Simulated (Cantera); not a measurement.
A Cantera script and what it prints.

```python
import numpy as np
import cantera as ct

gas_names = """
    H HO2 H2 H2O H2O2 O OH O2 O3 Pb PbO Pb2
""".split()
cond_names = """
    H2O(s) H2O(L) Pb(cr) Pb(L) PbO(rd) PbO(yw) PbO(L) PbO2(s) Pb3O4(s)
""".split()


# ... load() reads the species with a 1 bar reference pressure and builds the phases ...
atoms = {
    'PbO': {'Pb': 1, 'O': 1},
    'H2': {'H': 2},
}
top_T = {'Pb3O4(s)': 820}  # K; cautious upper limits of use, not melting points


# ... equilibrate(T, P, feed) seeds the gas with the atoms and calls Mixture.equilibrate('TP', solver="vcs", rtol=1e-11, max_steps=5000) ...
results = []
feed = {'PbO': 1, 'H2': 0.42}  # mol
P = 10000  # Pa
for T in [998, 1023, 1048, 1073, 1098, 1123, 1148, 1173, 1198, 1223, 1248, 1273, 1298]:
    mix = equilibrate(T, P, feed)
    results.append((T, P, feed, dict(zip(mix.species_names, mix.species_moles))))

top = {s: max(r[3][s] / sum(r[3][g] for g in gas_names) for r in results) for s in gas_names}
cols = sorted((s for s in top if top[s] > 0.0001), key=lambda s: -top[s])[:7]
seen = [c for c in cond_names if any(r[3].get(c, 0) > 1e-12 for r in results)]
print("log10 of partial pressures in bar; condensed amounts in mol")
print(f"{'T/K':>10s}" + "".join(f"{s[:9]:>10s}" for s in cols + seen))
for T, P, feed, n in results:
    ng = sum(n[g] for g in gas_names)
    print(f"{T:10.4g}" + "".join(f"{np.log10(max(n[s] / ng * P / 1e5, 1e-99)):10.3f}" for s in cols)
          + "".join(f"{n.get(c, 0):10.4g}" for c in seen))
```

Output:

```
log10 of partial pressures in bar; condensed amounts in mol
       T/K       H2O        Pb       PbO        H2     Pb(L)   PbO(yw)    PbO(L)
       998    -1.000    -4.810    -6.545    -4.835    0.4199    0.5801         0
      1023    -1.000    -4.574    -6.192    -4.797    0.4198    0.5801         0
      1048    -1.000    -4.350    -5.856    -4.759    0.4197    0.5801         0
      1073    -1.000    -4.136    -5.536    -4.724    0.4196    0.5801         0
      1098    -1.001    -3.933    -5.232    -4.689    0.4194    0.5801         0
      1123    -1.001    -3.738    -4.941    -4.655    0.4191      0.58         0
      1148    -1.001    -3.553    -4.664    -4.623    0.4187      0.58         0
      1173    -1.002    -3.375    -4.413    -4.578    0.4181         0    0.5799
      1198    -1.003    -3.205    -4.184    -4.524    0.4172         0    0.5798
      1223    -1.005    -3.042    -3.965    -4.473     0.416         0    0.5797
      1248    -1.007    -2.886    -3.755    -4.423    0.4143         0    0.5794
      1273    -1.009    -2.736    -3.553    -4.376    0.4119         0     0.579
      1298    -1.013    -2.592    -3.361    -4.332    0.4087         0    0.5783
```

These are equilibrium values from Cantera (NASA tables, ideal gas, pure condensed phases), not measurements of a reactor. Each liquid is taken as pure. Mutual solubility and eutectic melting of coexisting phases are not modelled. Gases not in the tables: (PbO)n polymers.
